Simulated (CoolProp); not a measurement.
Properties of carbonyl sulfide along the isobar 0.0995 MPa (Tc = 378.8 K, pc = 6.369 MPa, ω = 0.098).

The numbers come from the reference Helmholtz-energy equation of state, Lemmon 2006 in CoolProp. It is a short technical equation, of lower accuracy than the large ones.

```json
[
 {"T (K)": "178.5", "phase": "liquid", "cp (kJ/(kg K))": "…", "Joule-Thomson coefficient (K/MPa)": "-0.4877", "fugacity coefficient": "0.07149"},
 {"T (K)": "196.4", "phase": "liquid", "cp (kJ/(kg K))": "1.164", "Joule-Thomson coefficient (K/MPa)": "…", "fugacity coefficient": "0.2436"},
 {"T (K)": "214.3", "phase": "liquid", "cp (kJ/(kg K))": "1.173", "Joule-Thomson coefficient (K/MPa)": "-0.4447", "fugacity coefficient": "0.6552"},
 {"T (K)": "232.3", "phase": "gas", "cp (kJ/(kg K))": "0.6551", "Joule-Thomson coefficient (K/MPa)": "39.97", "fugacity coefficient": "0.9763"},
 {"T (K)": "250.2", "phase": "gas", "cp (kJ/(kg K))": "0.6661", "Joule-Thomson coefficient (K/MPa)": "32.23", "fugacity coefficient": "0.9813"},
 {"T (K)": "268.1", "phase": "gas", "cp (kJ/(kg K))": "0.6788", "Joule-Thomson coefficient (K/MPa)": "26.61", "fugacity coefficient": "0.9849"},
 {"T (K)": "286", "phase": "gas", "cp (kJ/(kg K))": "0.6919", "Joule-Thomson coefficient (K/MPa)": "…", "fugacity coefficient": "0.9877"},
 {"T (K)": "304", "phase": "gas", "cp (kJ/(kg K))": "0.7051", "Joule-Thomson coefficient (K/MPa)": "19.15", "fugacity coefficient": "0.9898"},
 {"T (K)": "321.9", "phase": "gas", "cp (kJ/(kg K))": "0.7178", "Joule-Thomson coefficient (K/MPa)": "…", "fugacity coefficient": "0.9914"}
]
```

Problem. Complete the blanks.

Solution. 
- 178.5, cp (kJ/(kg K)): 1.166
- 196.4, Joule-Thomson coefficient (K/MPa): -0.4719
- 286, Joule-Thomson coefficient (K/MPa): 22.40
- 321.9, Joule-Thomson coefficient (K/MPa): 16.60
